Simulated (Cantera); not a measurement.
**Formation from one mole of Cl2**

Standard-state values (1 bar) from the NASA 1993 polynomials, evaluated with Cantera. Values are per mole of reaction as written; species without (g) are pure solids or liquids, kept so even where they would boil at 1 bar.

0.6667 Fe + Cl2(g) = 0.6667 FeCl3(g)

```json
[
 {"T (K)": "773", "ΔH° (kJ)": "-169.9", "ΔS° (J/K)": "-13.7", "ΔG° (kJ)": "-159.4", "log10 K": "10.77", "condensed phases": "Fe(α)"},
 {"T (K)": "848", "ΔH° (kJ)": "-170.5", "ΔS° (J/K)": "-14.3", "ΔG° (kJ)": "-158.3", "log10 K": "9.75", "condensed phases": "Fe(α)"},
 {"T (K)": "923", "ΔH° (kJ)": "-171.2", "ΔS° (J/K)": "-15.2", "ΔG° (kJ)": "-157.2", "log10 K": "8.90", "condensed phases": "Fe(α)"},
 {"T (K)": "998", "ΔH° (kJ)": "-172.3", "ΔS° (J/K)": "-16.3", "ΔG° (kJ)": "-156.0", "log10 K": "8.17", "condensed phases": "Fe(α)"},
 {"T (K)": "1073", "ΔH° (kJ)": "-174.4", "ΔS° (J/K)": "-18.3", "ΔG° (kJ)": "-154.7", "log10 K": "7.53", "condensed phases": "Fe(α)"},
 {"T (K)": "1148", "ΔH° (kJ)": "-175.3", "ΔS° (J/K)": "-19.1", "ΔG° (kJ)": "-153.3", "log10 K": "6.98", "condensed phases": "Fe(α)"},
 {"T (K)": "1223", "ΔH° (kJ)": "-176.3", "ΔS° (J/K)": "-20.0", "ΔG° (kJ)": "-151.8", "log10 K": "6.49", "condensed phases": "Fe(γ)"}
]
```

0.6667 Al + Cl2(g) = 0.3333 Al2Cl6(g)

```
T (K)  ΔH° (kJ)  ΔS° (J/K)  ΔG° (kJ)  log10 K  condensed phases
-----  --------  ---------  --------  -------  ----------------
773      -430.4      -80.5    -368.2    24.88             Al(s)
848      -430.3      -80.3    -362.1    22.31             Al(s)
923      -430.2      -80.3    -356.1    20.15             Al(s)
998      -437.2      -87.8    -349.6    18.30             Al(l)
1073     -437.1      -87.7    -343.0    16.70             Al(l)
1148     -437.0      -87.6    -336.5    15.31             Al(l)
1223     -436.9      -87.5    -329.9    14.09             Al(l)
```

2 Li + Cl2(g) = 2 LiCl(g)

```json
[
 {"T (K)": "773", "ΔH° (kJ)": "-407.9", "ΔS° (J/K)": "110.6", "ΔG° (kJ)": "-493.4", "log10 K": "33.34"},
 {"T (K)": "848", "ΔH° (kJ)": "-409.5", "ΔS° (J/K)": "108.6", "ΔG° (kJ)": "-501.6", "log10 K": "30.90"},
 {"T (K)": "923", "ΔH° (kJ)": "-411.0", "ΔS° (J/K)": "106.9", "ΔG° (kJ)": "-509.7", "log10 K": "28.84"},
 {"T (K)": "998", "ΔH° (kJ)": "-412.6", "ΔS° (J/K)": "105.3", "ΔG° (kJ)": "-517.7", "log10 K": "27.09"},
 {"T (K)": "1073", "ΔH° (kJ)": "-414.1", "ΔS° (J/K)": "103.8", "ΔG° (kJ)": "-525.5", "log10 K": "25.58"},
 {"T (K)": "1148", "ΔH° (kJ)": "-415.6", "ΔS° (J/K)": "102.5", "ΔG° (kJ)": "-533.2", "log10 K": "24.26"},
 {"T (K)": "1223", "ΔH° (kJ)": "-417.1", "ΔS° (J/K)": "101.2", "ΔG° (kJ)": "-540.9", "log10 K": "23.10"}
]
```
